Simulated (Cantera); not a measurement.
A closed system holds: 1 mol Si, 3.1 mol SF₆, held at 902 °C and 100 Torr.

These are equilibrium values from Cantera (NASA tables, ideal gas, pure condensed phases), not measurements of a reactor. Candidate condensed phases: S, Si; 21 gas species. The tables' values for SF₃, SF₅ are old estimates; treat these amounts as uncertain. Equilibrium is a limit: real reactors are often held back by kinetics, nucleation or transport.

Base state: SF₄ 0.483, SF₆ 0.270, SiF₄ 0.244, SF₃ 0.00257, SF₂ 0.000456, SF₅ 0.000249, F 5.51e-5 (mole fractions); condensed: gas only.

### Question
What changes in the equilibrium state with this change: temperature from 902 °C to 1325 °C?

### Answer
```
species    before     after
-------  --------  --------
SF₄         0.483     0.475
SiF₄        0.244     0.201
F         5.51e-5     0.174
SF₆         0.270     0.138
F₂        2.18e-9  0.000238
SF₅      0.000249   0.00176
SF₃       0.00257   0.00789
SF₂      0.000456  0.000976
```
